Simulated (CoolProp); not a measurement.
Properties of R124 along the isobar 0.574 bar.

Values from CoolProp's reference Helmholtz-energy equation of state, de Vries 1995.

```csv
T (K),phase,density (kg/m³),isothermal compressibility (1/MPa)
304.5,gas,3.137,17.66
325.2,gas,2.929,17.61
345.9,gas,2.748,17.58
366.6,gas,2.589,17.55
387.2,gas,2.448,17.53
407.9,gas,2.321,17.51
428.6,gas,2.207,17.49
449.3,gas,2.104,17.48
470,gas,2.011,17.47
```
